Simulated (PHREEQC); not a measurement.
1 kg of water holding 0.25 mol/kgw NaOH and 0.16 mol/kgw Na2CO3 is evaporated at 25 °C; the solids stay in contact with the brine. CO2 is held at log p = -3.4 (atm). Solids allowed: Nahcolite, Natron, Trona. Others were left out.

Equilibrium calculation in PHREEQC: Pitzer model, pitzer.dat.

```
water left (kg)  ionic strength  water activity  Trona (mol)  Na in solution (mol/kgw)
---------------  --------------  --------------  -----------  ------------------------
1.001                     0.799           0.987            0                     0.569
0.6769                     1.20           0.982            0                     0.842
0.5567                     1.46           0.979            0                      1.02
0.4579                     1.78           0.975            0                      1.24
0.3099                     2.65           0.965            0                      1.84
0.21                       3.94           0.951            0                      2.71
0.1729                     4.79           0.941            0                      3.30
0.1425                     5.83           0.928            0                      4.00
0.09685                    8.58           0.890            0                      5.89
0.06336                    8.85           0.886       0.0619                      6.07
0.05085                    8.85           0.886       0.0871                      6.07
```

Trona from water left = 0.07858 kg (pH 10.16).

Species that the database lacks are ignored.
